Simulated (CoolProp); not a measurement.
The numbers come from the reference Helmholtz-energy equation of state, Beckmüller 2019 in CoolProp.

Task: For n-octane, give the phase and the density (kg/m³), cp (kJ/(kg K)), expansivity (1/kK) at 520.5 K and 991 kPa; 587.8 K and 991 kPa; 601.3 K and 991 kPa.

Result: 
- 520.5 K and 991 kPa: gas; density 34.5, cp 2.87, expansivity 5.05
- 587.8 K and 991 kPa: gas; density 26.9, cp 2.94, expansivity 2.85
- 601.3 K and 991 kPa: gas; density 25.9, cp 2.97, expansivity 2.66
